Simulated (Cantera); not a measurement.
A closed system holds: 1 mol Ta2O5, 4.9 mol CH4, 0.52 mol H2, 7.2 mol C, held at 8.40 mbar.

Cantera equilibrium calculation (NASA polynomials, part measured and part estimated; ideal gas, pure solids and liquids). Candidate condensed phases: C, C6H6, C7H8, C8H18, H2O, Ta, TaC, Ta2O5; 113 gas species. Mutual solubility and eutectic melting of coexisting phases are not modelled. TaC: taken at fixed stoichiometry. Condensed phases not in the tables: Ta2C. Equilibrium is a limit: real reactors are often held back by kinetics, nucleation or transport.

x: gas mole fraction; n: condensed amount in mol.

| T (K) | x H2 | x CO | x H | x CH4 | n C(graphite) | n TaC(s) | n Ta2O5(s) |
|---|---|---|---|---|---|---|---|
| 1023 | 0.902 | 0.0973 | 4.29e-8 | … | 10.5 | 0.446 | 0.777 |
| 1123 | 0.673 | 0.326 | 3.81e-7 | … | 5.10 | 2.00 | 0 |
| 1223 | 0.674 | 0.326 | 2.69e-6 | … | 5.10 | 2.00 | 0 |
| 1323 | 0.674 | 0.326 | 1.42e-5 | … | 5.10 | 2.00 | 0 |
| 1423 | 0.674 | 0.326 | 5.95e-5 | … | 5.10 | 2.00 | 0 |
| 1523 | 0.673 | 0.326 | 0.000207 | … | 5.10 | 2.00 | 0 |
| 1623 | 0.673 | 0.326 | 0.000619 | … | 5.10 | 2.00 | 0 |

**Question.** What belongs in the gaps?

**Answer.** 
- 1023, x CH4: 0.000513
- 1123, x CH4: 0.000112
- 1223, x CH4: 5.08e-5
- 1323, x CH4: 2.59e-5
- 1423, x CH4: 1.45e-5
- 1523, x CH4: 8.77e-6
- 1623, x CH4: 5.64e-6
